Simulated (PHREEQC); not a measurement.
Solution (22 °C): 6 mol/kgw NaCl and 0.017 mol/kgw H3BO3. Closed to the air; pH follows from the charge balance.

Equilibrium calculation in PHREEQC: Pitzer model, pitzer.dat.

Q: The ionic strength comes out as 6.00 mol/kgw. What activity coefficients do Cl-, B(OH)4-, H+, Na+ get?

A: Cl- 0.61, B(OH)4- 0.063, H+ 7.4, Na+ 1.6. Single-ion values are on the MacInnes scale.

Precipitation was switched off in this run. In brines, pH and single-ion activities rest on the MacInnes convention.
